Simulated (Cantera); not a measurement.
Charge: 1 mol SiH₂Cl₂, 14 mol N₂, 26 mol H₂, held at 13.3 mbar.

Method: chemical equilibrium by Gibbs-energy minimisation in Cantera with the NASA 1993 tables (ideal gas, pure condensed phases). Candidate condensed phases: NH₄Cl, Si, Si₃N₄; 28 gas species. The tables' values for SiCl, SiCl₃ are old estimates; treat these amounts as uncertain. Gases not in the tables: Si₂H₆ and higher silanes. The numbers say what is thermodynamically allowed, not how fast it happens. All values below are at 1825 K.

Base state: H₂ 0.622, N₂ 0.333, HCl 0.0353, SiCl₂ 0.00597, H 0.00301, Si 0.000341, SiCl 0.000132, Cl 0.000130 (mole fractions); condensed: Si(l).

**Question.** What changes in the equilibrium state with this change: SiH₂Cl₂ replaced by SiH₄?

**Answer.** 
```tsv
species	before	after
H₂	0.622	0.664
N₂	0.333	0.333
H	0.00301	0.00311
HCl	0.0353	0
SiCl₂	0.00597	0
Si	0.000341	0.000341
SiCl	0.000132	0
Cl	0.000130	0
Si(l), mol	0.724	0.981
```
